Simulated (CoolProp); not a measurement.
Model: reference Helmholtz-energy equation of state, Thol 2018, in CoolProp.

For hydrogen chloride, give the phase and the density (kg/m³), cv (kJ/(kg K)), speed of sound (m/s), Joule-Thomson coefficient (K/MPa) at 44.15 °C and 44.8 MPa.


- 44.15 °C and 44.8 MPa: liquid; density 947, cv 0.857, speed of sound 809, Joule-Thomson coefficient -0.100
